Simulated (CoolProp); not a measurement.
Vapour pressure (MPa) of R152A: the reference equation beside estimates from Tc = 113.3 °C, pc = 4.517 MPa, ω = 0.275. Clausius-Clapeyron is anchored at -47.65 °C with a constant enthalpy of vaporisation of 23.11 kJ/mol.

Model: reference Helmholtz-energy equation of state, Outcalt 1996, in CoolProp. It is a modified Benedict-Webb-Rubin equation, recast in Helmholtz form.

```tsv
T (°C)	reference	Lee-Kesler	Clausius-Clapeyron	van der Waals	Redlich-Kwong	Soave-Redlich-Kwong	Peng-Robinson
-55.25	0.02014	0.01900	0.02037	0.2717	0.04673	0.01929	0.02005
-51.45	0.02523	0.02394	0.02535	0.3016	0.05689	0.02426	0.02510
-47.65	0.03132	0.02989	0.03132	0.3337	0.06868	0.03024	0.03115
-43.95	0.03835	0.03680	0.03821	0.3671	0.08190	0.03717	0.03813
-40.15	0.04685	0.04519	0.04657	0.4037	0.09742	0.04557	0.04658
-36.35	0.05681	0.05508	0.05639	0.4428	0.1151	0.05545	0.05648
-32.55	0.06840	0.06663	0.06788	0.4844	0.1351	0.06698	0.06800
-28.75	0.08181	0.08004	0.08124	0.5285	0.1576	0.08036	0.08134
-25.05	0.09680	0.09508	0.09625	0.5739	0.1821	0.09536	0.09626
```

Absolute difference from the reference over all 9 rows, mean and median: Lee-Kesler 3.6 and 3.5 %, Clausius-Clapeyron 0.6 and 0.6 %, van der Waals 806.1 and 761.7 %, Redlich-Kwong 108.8 and 107.9 %, Soave-Redlich-Kwong 2.8 and 2.7 %, Peng-Robinson 0.6 and 0.6 %.
